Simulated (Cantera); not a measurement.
Input: 1 mol CH₃SiH₃, 0.89 mol HCl, 26 mol H₂, held at 120 Torr.

Cantera equilibrium calculation (NASA polynomials, part measured and part estimated; ideal gas, pure solids and liquids). Candidate condensed phases: C, C₆H₆, C₇H₈, C₈H₁₈, Si, SiC; 109 gas species. The feed counts by its element totals alone. Gases not in the tables: Si₂H₆ and higher silanes. Rates play no part.

Question: What share of the Si ends up in condensed phases as a function of T (°C), at 1900, 1950, 2000, 2050, 2100, 2150, 2200, 2250, 2300, 2350?

Answer: 
| T (°C) | Si condensed (%) | as |
|---|---|---|
| 1900 | 97.1 | SiC(s) |
| 1950 | 95.7 | SiC(s) |
| 2000 | 93.5 | SiC(s) |
| 2050 | 89.9 | SiC(s) |
| 2100 | 84.3 | SiC(s) |
| 2150 | 75.6 | SiC(s) |
| 2200 | 61.8 | SiC(s) |
| 2250 | 40.2 | SiC(s) |
| 2300 | 5.9 | SiC(s) |
| 2350 | 0.0 | - |
